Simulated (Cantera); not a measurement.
What does this Cantera script print?

```python
import numpy as np
import cantera as ct

gas = ct.Solution("gri30.yaml", transport_model="mixture-averaged")
show = ['H2', 'NH3', 'H2O']

rows = []
print(f"{'T/K':>7s}{'rho':>11s}{'cp':>10s}{'mu':>11s}{'lambda':>11s}{'Pr':>7s}" + "".join(f"{'D_' + s:>11s}" for s in show))
for T in [400, 600, 800, 1000, 1200, 1400, 1600, 1800]:
    gas.TPX = T, 1000000, {'NH3': 0.36, 'C2H2': 0.68, 'CH4': 0.69}
    Pr = gas.cp_mass * gas.viscosity / gas.thermal_conductivity
    D = [gas.mix_diff_coeffs_mole[gas.species_index(s)] for s in show]
    rows.append([gas.density, gas.cp_mass, gas.viscosity, gas.thermal_conductivity, Pr, *D])
    print(f"{T:7g}{gas.density:11.4e}{gas.cp_mass:10.1f}{gas.viscosity:11.4e}"
          f"{gas.thermal_conductivity:11.4e}{Pr:7.3f}" + "".join(f"{d:11.4e}" for d in D))
print("SI units: kg/m3, J/kg/K, Pa s, W/m/K, m2/s")
```

Output:

```
    T/K        rho        cp         mu     lambda     Pr       D_H2      D_NH3      D_H2O
    400 6.0669e+00    2179.0 1.4005e-05 4.2940e-02  0.711 1.1670e-05 3.3719e-06 3.4991e-06
    600 4.0446e+00    2641.9 1.9551e-05 7.2502e-02  0.712 2.3279e-05 7.2479e-06 7.6813e-06
    800 3.0335e+00    3029.3 2.4373e-05 1.0366e-01  0.712 3.7746e-05 1.2221e-05 1.3148e-05
   1000 2.4268e+00    3361.1 2.8700e-05 1.3493e-01  0.715 5.4786e-05 1.8146e-05 1.9728e-05
   1200 2.0223e+00    3633.6 3.2668e-05 1.6566e-01  0.717 7.4203e-05 2.4927e-05 2.7306e-05
   1400 1.7334e+00    3857.3 3.6361e-05 1.9555e-01  0.717 9.5851e-05 3.2498e-05 3.5800e-05
   1600 1.5167e+00    4040.5 3.9837e-05 2.2442e-01  0.717 1.1962e-04 4.0809e-05 4.5148e-05
   1800 1.3482e+00    4190.7 4.3137e-05 2.5222e-01  0.717 1.4540e-04 4.9824e-05 5.5304e-05
SI units: kg/m3, J/kg/K, Pa s, W/m/K, m2/s
```

Cantera simulation using GRI-Mech 3.0 (53 species, 325 reactions); the numbers are that mechanism's predictions, not measurements. Polar gases are described roughly by these parameters. The composition is frozen, though it would react at the higher temperatures.
